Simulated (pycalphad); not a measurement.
All values are pycalphad results on the COST 507 light-alloy database (1999) (1 atm), not direct measurements. These are 1990s assessments: newer ones move some temperatures and phases. Phase fractions are per mole of atoms.

Task: Give the equilibrium state of Sn-7.07Si (at.%) at 557 °C.

Result: 
```
T = 830.00 K, P = 101325 Pa, N = 1 mol of atoms
G = -53751 J/mol, H = 21673 J/mol, S = 90.87 J/(mol K)  (SER reference)
chemical potentials (J/mol): Sn -56110, Si -22736
phase             fraction      x(Sn)      x(Si)
LIQUID              0.9298     0.9995   0.000507
DIAMOND_A4          0.0702    4.3e-07     1.0000
```

DIAMOND_A4 is diamond (Si).
